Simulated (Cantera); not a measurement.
A closed system holds: 1 mol Si₂H₆, 23 mol O₂, held at 1925 K and 69.0 mbar.

These are equilibrium values from Cantera (NASA tables, ideal gas, pure condensed phases), not measurements of a reactor. Candidate condensed phases: H₂O, Si, SiO₂; 18 gas species. The feed counts by its element totals alone. The tables hold silica as quartz up to 1696 K and as liquid above; real silica turns to tridymite and cristobalite and melts near 1996 K. The numbers say what is thermodynamically allowed, not how fast it happens.

Base state: O₂ 0.863, H₂O 0.131, OH 0.00444, O 0.00130, H₂ 8.58e-5, H 3.37e-5 (mole fractions); condensed: SiO₂(condensed).

Question: What changes in the equilibrium state with this change: temperature from 1925 K to 898 K?

Answer: 
| species | before | after |
|---|---|---|
| O₂ | 0.863 | 0.867 |
| H₂O | 0.131 | 0.133 |
| OH | 0.00444 | 4.01e-8 |
| O | 0.00130 | <1e-9 |
| H₂ | 8.58e-5 | <1e-9 |
| SiO₂(condensed), mol | 2.00 | 0 |
| SiO₂(β-quartz), mol | 0 | 2.00 |
